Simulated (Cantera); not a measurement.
A freely propagating, adiabatic, planar premixed flame of CO : H2 : CH4 : O2 : N2 : H2O = 1 : 0.21 : 0.093 : 0.608 : 2.29 : 1.1 (molar parts), equivalence ratio 1.3, unburnt at 325 K and 0.180 bar; mixture-averaged transport, grid criteria slope 0.08 and curve 0.16, no radiation.

Model: GRI-Mech 3.0 (53 species, 325 reactions), integrated in Cantera. Burning velocities carry a grid error of a few per cent, more on coarse grids.

### Question
How do the results move with these cheaper or finer settings: unity-Lewis-number transport; multicomponent transport; multicomponent+Soret transport; grid criteria slope 0.5, curve 1; grid criteria slope 0.25, curve 0.5; grid criteria slope 0.03, curve 0.06?

### Answer
| setting | laminar burning velocity | thermal thickness | peak x(C2H) | peak x(CH2) | grid points |
|---|---|---|---|---|---|
| as above | 79.1 cm/s | 2.72 mm | <1e-8 | 1.41e-6 | 149 |
| unity-Lewis-number transport | 48.3 cm/s | 2.65 mm | <1e-8 | 9.48e-7 | 132 |
| multicomponent transport | 79.0 cm/s | 2.76 mm | <1e-8 | 1.40e-6 | 149 |
| multicomponent+Soret transport | 76.0 cm/s | 2.75 mm | <1e-8 | 1.34e-6 | 149 |
| grid criteria slope 0.5, curve 1 | 83.6 cm/s | 3.16 mm | <1e-8 | 1.25e-6 | 46 |
| grid criteria slope 0.25, curve 0.5 | 80.2 cm/s | 2.87 mm | <1e-8 | 1.36e-6 | 69 |
| grid criteria slope 0.03, curve 0.06 | 78.6 cm/s | 2.67 mm | <1e-8 | 1.43e-6 | 322 |
The base run took very roughly 26 core-seconds.
Unity Lewis numbers drop preferential diffusion, which matters most where H2 and H carry the flame; Soret adds thermal diffusion.
